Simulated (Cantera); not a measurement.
An isothermal, constant-pressure homogeneous reactor starts with 0.383 % C2H6, 99.6 % N2, at 1475 K and 0.0188 atm.

Computed with Cantera and GRI-Mech 3.0 (53 species, 325 reactions). GRI-Mech 3.0 stops at C3 and has no aromatics, soot or wall deposition, so with more carbon than oxygen in the feed, carbon stays in small species such as C2H2 where larger ones or solid carbon would form. Radical loss at walls, strong at low pressure, is not modelled.

x: mole fraction; the columns are a selection and need not sum to one.

```tsv
t (s)	x C2H6	x H2	x CH3	x HCN	x CH2	x H
3.00e-5	0.00383	3.57e-10	1.02e-5	<1e-12	4.61e-12	4.79e-9
0.000108	0.00381	___	___	<1e-12	2.17e-10	___
0.000390	0.00376	___	___	<1e-12	___	___
0.00140	0.00356	3.17e-5	0.000432	2.29e-9	3.81e-7	1.41e-5
0.00506	0.00225	0.000944	0.00101	6.81e-7	2.70e-6	9.33e-5
0.0182	0.000134	0.00415	0.000452	4.64e-6	2.78e-6	0.000152
0.0658	2.85e-6	0.00622	9.29e-5	7.32e-6	4.97e-7	6.38e-5
0.237	6.08e-7	0.00683	3.67e-5	7.96e-6	1.08e-7	2.97e-5
0.854	1.59e-7	0.00699	1.65e-5	8.20e-6	2.60e-8	1.48e-5
3.08	4.56e-8	0.00705	8.24e-6	8.31e-6	7.26e-9	8.06e-6
11.1	2.35e-8	0.00713	5.81e-6	8.40e-6	4.18e-9	6.57e-6
40.0	1.19e-8	0.00727	4.16e-6	8.63e-6	3.12e-9	6.95e-6
```

Task: Fill in the missing entries.

Result: 
- 0.000108, x H2: 8.75e-9
- 0.000108, x CH3: 3.65e-5
- 0.000108, x H: 4.21e-8
- 0.000390, x H2: 4.67e-7
- 0.000390, x CH3: 0.000130
- 0.000390, x CH2: 1.03e-8
- 0.000390, x H: 7.20e-7
